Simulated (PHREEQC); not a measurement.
Solution (25 °C): 0.0135 mol PbCl2, 0.0029 mol KBr and 0.00012 mol Na2SO4 per kg of water. Closed to the air; pH follows from the charge balance.

Computed with PHREEQC (ion-association model, phreeqc.dat).

```
Item                    Result
--------------  --------------
pH                        4.96
ionic strength  0.0340 mol/kgw
```

```json
[
 {"species": "Cl-", "molality": "0.0228", "activity": "0.0191", "log γ": "-0.077"},
 {"species": "Pb+2", "molality": "0.00874", "activity": "0.00441", "log γ": "-0.297"},
 {"species": "PbCl+", "molality": "0.00398", "activity": "0.00336", "log γ": "-0.074"},
 {"species": "K+", "molality": "0.00290", "activity": "0.00243", "log γ": "-0.077"},
 {"species": "Br-", "molality": "0.00231", "activity": "0.00192", "log γ": "-0.080"},
 {"species": "PbBr+", "molality": "0.000592", "activity": "0.000499", "log γ": "-0.074"},
 {"species": "Na+", "molality": "0.000240", "activity": "0.000203", "log γ": "-0.073"},
 {"species": "PbCl2", "molality": "0.000101", "activity": "0.000102", "log γ": "0.003"},
 {"species": "PbSO4", "molality": "6.66e-5", "activity": "6.71e-5", "log γ": "0.003"}
]
```

This is a speciation only: nothing precipitates in the calculation. The solution is supersaturated, for example in Anglesite, so a real one may precipitate; this is no full list. Species that the database lacks are ignored.
